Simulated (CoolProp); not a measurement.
Oxygen along the isobar 2.85 MPa: fugacity coefficient from the reference equation and from simpler models built on Tc = 154.6 K, pc = 5.046 MPa, ω = 0.022; each cubic takes its own stable root.

Model: reference Helmholtz-energy equation of state, Schmidt 1985, in CoolProp.

| T (K) | phase | reference |
|---|---|---|
| 81.4 | liquid | 0.01404 |
| 86.5 | liquid | 0.02582 |
| 91.5 | liquid | 0.04350 |
| 96.6 | liquid | 0.06944 |
| 101.7 | liquid | 0.1049 |
| 106.7 | liquid | 0.1502 |
| 111.8 | liquid | 0.2082 |
| 116.9 | liquid | 0.2785 |
| 121.9 | liquid | 0.3595 |
| 127 | liquid | 0.4539 |
| 132.1 | liquid | 0.5592 |
| 137.1 | liquid | 0.6714 |
| 142.2 | gas | 0.7611 |
| 147.3 | gas | 0.7862 |
| 152.3 | gas | 0.8071 |

How far does each simpler model (van der Waals, Redlich-Kwong, Soave-Redlich-Kwong, Peng-Robinson) lie from the reference over these 15 states: mean and median of the absolute difference, and the worst?


- van der Waals: mean 116.1 %, median 65.7 %, worst +446.5 % at 81.4 K and 2.85 MPa
- Redlich-Kwong: mean 9.0 %, median 2.8 %, worst -37.2 % at 81.4 K and 2.85 MPa
- Soave-Redlich-Kwong: mean 1.1 %, median 1.0 %, worst -3.7 % at 81.4 K and 2.85 MPa
- Peng-Robinson: mean 1.1 %, median 0.9 %, worst -2.4 % at 152.3 K and 2.85 MPa

At some of these states van der Waals gives the other phase, because its saturation line lies elsewhere.
